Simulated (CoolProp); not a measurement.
Saturation properties of R227EA.

Model: reference Helmholtz-energy equation of state, Lemmon 2016, in CoolProp.

| T (K) | p (bar) | surface tension (mN/m) | liquid viscosity (µPa s) |
|---|---|---|---|
| 201.1 | 0.03963 | 19.4 | 954 |
| 210.1 | 0.07718 | [?] | 823 |
| 219 | 0.1398 | 16.9 | [?] |
| 227.9 | 0.2395 | 15.8 | 626 |
| 236.9 | 0.3928 | 14.6 | 550 |
| 245.8 | 0.6138 | 13.4 | 485 |
| 254.7 | 0.9242 | 12.3 | 429 |
| 263.7 | 1.352 | 11.2 | 380 |
| 272.6 | [?] | 10.1 | [?] |
| 281.5 | 2.641 | 8.98 | 299 |
| 290.4 | 3.562 | 7.93 | 266 |
| 299.4 | 4.724 | 6.89 | 235 |
| 308.3 | 6.134 | [?] | 208 |
| 317.2 | 7.840 | 4.93 | 184 |

Problem. What belongs in the gaps?

Solution. 
- 210.1, surface tension (mN/m): 18.2
- 219, liquid viscosity (µPa s): 716
- 272.6, p (bar): 1.914
- 272.6, liquid viscosity (µPa s): 337
- 308.3, surface tension (mN/m): 5.90

It boils at 256.8 K under 1 atm.

Viscosity comes from a separate model (Huber 2003), an estimate that may be off by 10 % or more. Surface tension comes from a separate correlation (Mulero 2012).
